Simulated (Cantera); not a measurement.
Feed: 1 mol Si, 5.8 mol Cl2, 3.4 mol N2, 1 mol HF, equilibrated at 100 Torr.

Equilibrium computed with Cantera from the NASA thermochemical tables; the gas is ideal and each condensed phase is pure. Candidate condensed phases: NH4Cl, Si, Si3N4; 49 gas species. Equilibrium is a limit: real reactors are often held back by kinetics, nucleation or transport.

Question: At 977 °C, list the 7 most abundant gas species with their mole fractions, and the condensed phases.

Answer: Cl2 0.403, N2 0.367, HCl 0.108, SiCl4 0.0811, SiF4 0.0269, Cl 0.0136, HF 0.000334. Condensed: gas only.
